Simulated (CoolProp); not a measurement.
Model: reference Helmholtz-energy equation of state, Span 1996, in CoolProp.

Q: For carbon dioxide, give the phase and the Z, cv (kJ/(kg K)), expansivity (1/kK) at -51.55 °C and 2.33 bar; -51.55 °C and 3.94 bar; -51.55 °C and 153 bar.

A: 
- -51.55 °C and 2.33 bar: gas; Z 0.968, cv 0.595, expansivity 5.03
- -51.55 °C and 3.94 bar: gas; Z 0.945, cv 0.613, expansivity 5.46
- -51.55 °C and 153 bar: liquid; Z 0.307, cv 0.983, expansivity 2.73
